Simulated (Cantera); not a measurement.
A Cantera script and what it prints.

```python
import numpy as np
import cantera as ct

gas_names = [...]  # 116 gases of nasa_gas.yaml made of C, H, Mg, O
cond_names = """
    C(gr) C6H6(L) C7H8(L) C8H18(L),n-octa H2O(s) H2O(L) Mg(cr) Mg(L) MgCO3(s) MgO(s) MgO(L) MgO2H2(s)
""".split()


# ... load() reads the species with a 1 bar reference pressure and builds the phases ...
atoms = {
    'Mg(OH)2': {'Mg': 1, 'O': 2, 'H': 2},
    'CO2': {'C': 1, 'O': 2},
}
top_T = {'C(gr)': 4500}  # K; cautious upper limits of use, not melting points


# ... equilibrate(T, P, feed) seeds the gas with the atoms and calls Mixture.equilibrate('TP', solver="vcs", rtol=1e-11, max_steps=5000) ...
results = []
feed = {'Mg(OH)2': 1, 'CO2': 7.8}  # mol
P = 39  # Pa
for T in [1123, 1173, 1223, 1273, 1323, 1373, 1423, 1473, 1523, 1573, 1623, 1673, 1723]:
    mix = equilibrate(T, P, feed)
    results.append((T, P, feed, dict(zip(mix.species_names, mix.species_moles))))
    x = sorted(zip(gas.X, gas.species_names), reverse=True)
    print(f"T = {T:g} K  P = {P:g} Pa  gas = {mix.phase_moles(0):.4g} mol")
    print("   x: " + "  ".join(f"{s} {v:.3e}" for v, s in x if v > 1e-05))
    print("   condensed (mol): " + ("  ".join(f"{mix.phase(i).name} {mix.phase_moles(i):.4g}"
          for i in range(1, mix.n_phases) if mix.phase_moles(i) > 1e-12) or "none"))
```

Output:

```
T = 1123 K  P = 39 Pa  gas = 8.8 mol
   x: CO2 8.863e-01  H2O 1.136e-01  CO 2.844e-05  O2 1.572e-05
   condensed (mol): MgO(s) 1
T = 1173 K  P = 39 Pa  gas = 8.8 mol
   x: CO2 8.863e-01  H2O 1.136e-01  CO 6.747e-05  O2 3.669e-05
   condensed (mol): MgO(s) 1
T = 1223 K  P = 39 Pa  gas = 8.801 mol
   x: CO2 8.861e-01  H2O 1.136e-01  CO 1.489e-04  O2 7.993e-05  H2 1.307e-05
   condensed (mol): MgO(s) 1
T = 1273 K  P = 39 Pa  gas = 8.801 mol
   x: CO2 8.859e-01  H2O 1.136e-01  CO 3.086e-04  O2 1.639e-04  H2 2.391e-05
   condensed (mol): MgO(s) 1
T = 1323 K  P = 39 Pa  gas = 8.803 mol
   x: CO2 8.855e-01  H2O 1.135e-01  CO 6.047e-04  O2 3.181e-04  H2 4.179e-05  OH 2.040e-05
   condensed (mol): MgO(s) 1
T = 1373 K  P = 39 Pa  gas = 8.805 mol
   x: CO2 8.847e-01  H2O 1.135e-01  CO 1.127e-03  O2 5.883e-04  H2 7.019e-05  OH 4.077e-05
   condensed (mol): MgO(s) 1
T = 1423 K  P = 39 Pa  gas = 8.81 mol
   x: CO2 8.834e-01  H2O 1.134e-01  CO 2.008e-03  O2 1.041e-03  H2 1.137e-04  OH 7.759e-05
   condensed (mol): MgO(s) 1
T = 1473 K  P = 39 Pa  gas = 8.816 mol
   x: CO2 8.813e-01  H2O 1.132e-01  CO 3.437e-03  O2 1.771e-03  H2 1.783e-04  OH 1.413e-04
   condensed (mol): MgO(s) 1
T = 1523 K  P = 39 Pa  gas = 8.827 mol
   x: CO2 8.780e-01  H2O 1.129e-01  CO 5.669e-03  O2 2.906e-03  H2 2.716e-04  OH 2.471e-04  H 1.929e-05  O 1.506e-05
   condensed (mol): MgO(s) 1
T = 1573 K  P = 39 Pa  gas = 8.843 mol
   x: CO2 8.730e-01  H2O 1.125e-01  CO 9.043e-03  O2 4.611e-03  OH 4.166e-04  H2 4.026e-04  H 4.131e-05  O 3.591e-05
   condensed (mol): MgO(s) 1
T = 1623 K  P = 39 Pa  gas = 8.867 mol
   x: CO2 8.657e-01  H2O 1.118e-01  CO 1.398e-02  O2 7.093e-03  OH 6.790e-04  H2 5.824e-04  H 8.446e-05  O 8.111e-05
   condensed (mol): MgO(s) 1
T = 1673 K  P = 39 Pa  gas = 8.901 mol
   x: CO2 8.553e-01  H2O 1.109e-01  CO 2.100e-02  O2 1.060e-02  OH 1.072e-03  H2 8.232e-04  O 1.742e-04  H 1.655e-04
   condensed (mol): MgO(s) 1
T = 1723 K  P = 39 Pa  gas = 8.95 mol
   x: CO2 8.409e-01  H2O 1.096e-01  CO 3.068e-02  O2 1.540e-02  OH 1.644e-03  H2 1.139e-03  O 3.573e-04  H 3.116e-04
   condensed (mol): MgO(s) 1
```

These are equilibrium values from Cantera (NASA tables, ideal gas, pure condensed phases), not measurements of a reactor.
